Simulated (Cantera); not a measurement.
A perfectly stirred reactor is fed with C3H8 : O2 : N2 = 1 : 5.56 : 20.9 (molar parts), at 24000 Pa; it is adiabatic with a 548 K inlet, and is followed from long to short residence time, starting on the burning branch (τ in s: 0.024, 0.013, 0.007, 0.0038, 0.0021, 0.0011, 0.00061, 0.00033, 0.00018, 9.8e-05).

Computed with Cantera and GRI-Mech 3.0 (53 species, 325 reactions). GRI-Mech 3.0 was tuned for natural gas; its chemistry of propane as a main component is partial and can be far from experiment.

Predict: blow-out, bracketed by the residence times tried; x(C3H8) at τ = 24.0 ms; x(O2) at τ = 24.0 ms; x(CO2) at τ = 24.0 ms; x(CH3) at τ = 24.0 ms; x(CH2) at τ = 24.0 ms; x(C3H8) at τ = 1.10 ms; x(O2) at τ = 1.10 ms; x(CO2) at τ = 1.10 ms; x(CH3) at τ = 1.10 ms; x(CH2) at τ = 1.10 ms.


| Quantity | Result |
|---|---|
| blow-out, bracketed by the residence times tried | burning at 0.180 ms, out at 98.0 µs |
| x(C3H8) at τ = 24.0 ms | 1.11e-6 |
| x(O2) at τ = 24.0 ms | 0.0305 |
| x(CO2) at τ = 24.0 ms | 0.0806 |
| x(CH3) at τ = 24.0 ms | 3.08e-6 |
| x(CH2) at τ = 24.0 ms | 3.71e-7 |
| x(C3H8) at τ = 1.10 ms | 1.83e-5 |
| x(O2) at τ = 1.10 ms | 0.0387 |
| x(CO2) at τ = 1.10 ms | 0.0667 |
| x(CH3) at τ = 1.10 ms | 4.02e-5 |
| x(CH2) at τ = 1.10 ms | 3.19e-6 |
